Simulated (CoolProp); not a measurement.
Vapour-liquid equilibrium of n-decane (1) + n-dodecane (2) at 0.00483 MPa; x and y are mole fractions of (1).

Values from CoolProp's multi-fluid Helmholtz-energy mixture model, Lemmon 2006 and Lemmon 2004; pair parameters Bell 2016.

Question: Give the bubble temperature and the first vapour's composition at x = 0.5, 0.65, 0.95. Is there an azeotrope?

Answer: x = 0.5: 368.6 K, y = 0.831; x = 0.65: 364.4 K, y = 0.904; x = 0.95: 357.8 K, y = 0.990. No azeotrope shows between x = 0.05 and 0.95.

Pair parameters are fitted to limited data, so mixtures are less certain than the pure fluids.
